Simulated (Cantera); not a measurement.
A Cantera script and what it prints.

```python
import numpy as np
import cantera as ct

gas_names = """
    CL CL2 H HCL H2 Si SiCL SiCL2 SiCL3 SiCL4 SiH SiHCL3 SiH2 SiH2CL2 SiH3 SiH3CL SiH4 Si2 Si3
""".split()
cond_names = """
    Si(cr) Si(L)
""".split()


# ... load() reads the species with a 1 bar reference pressure and builds the phases ...
atoms = {
    'SiCl4': {'Si': 1, 'CL': 4},
    'Cl2': {'CL': 2},
    'H2': {'H': 2},
}
top_T = {}  # K; cautious upper limits of use, not melting points


# ... equilibrate(T, P, feed) seeds the gas with the atoms and calls Mixture.equilibrate('TP', solver="vcs", rtol=1e-11, max_steps=5000) ...
results = []
T = 848  # K
P = 19000  # Pa
for m in [0.5, 0.61, 0.74, 0.9, 1.1, 1.3, 1.6, 2, 2.4, 2.9]:
    feed = {'SiCl4': 1, 'Cl2': m, 'H2': 1.7}  # mol
    mix = equilibrate(T, P, feed)
    results.append((T, P, feed, dict(zip(mix.species_names, mix.species_moles))))

top = {s: max(r[3][s] / sum(r[3][g] for g in gas_names) for r in results) for s in gas_names}
cols = sorted((s for s in top if top[s] > 0.001), key=lambda s: -top[s])[:7]
seen = [c for c in cond_names if any(r[3].get(c, 0) > 1e-12 for r in results)]
print("log10 of partial pressures in bar; condensed amounts in mol")
print(f"{'n(Cl2)':>10s}" + "".join(f"{s[:9]:>10s}" for s in cols + seen))
for T, P, feed, n in results:
    ng = sum(n[g] for g in gas_names)
    print(f"{feed['Cl2']:10.4g}" + "".join(f"{np.log10(max(n[s] / ng * P / 1e5, 1e-99)):10.3f}" for s in cols)
          + "".join(f"{n.get(c, 0):10.4g}" for c in seen))
```

It prints:

```
log10 of partial pressures in bar; condensed amounts in mol
    n(Cl2)       HCL        H2     SiCL4       CL2
       0.5    -1.226    -1.148    -1.227   -13.596
      0.61    -1.154    -1.204    -1.242   -13.397
      0.74    -1.087    -1.276    -1.258   -13.191
       0.9    -1.022    -1.375    -1.278   -12.962
       1.1    -0.959    -1.523    -1.301   -12.687
       1.3    -0.908    -1.722    -1.323   -12.388
       1.6    -0.850    -2.355    -1.355   -11.637
         2    -0.862   -12.100    -1.393    -1.916
       2.4    -0.897   -12.504    -1.429    -1.584
       2.9    -0.938   -12.778    -1.469    -1.390
```

These are equilibrium values from Cantera (NASA tables, ideal gas, pure condensed phases), not measurements of a reactor.
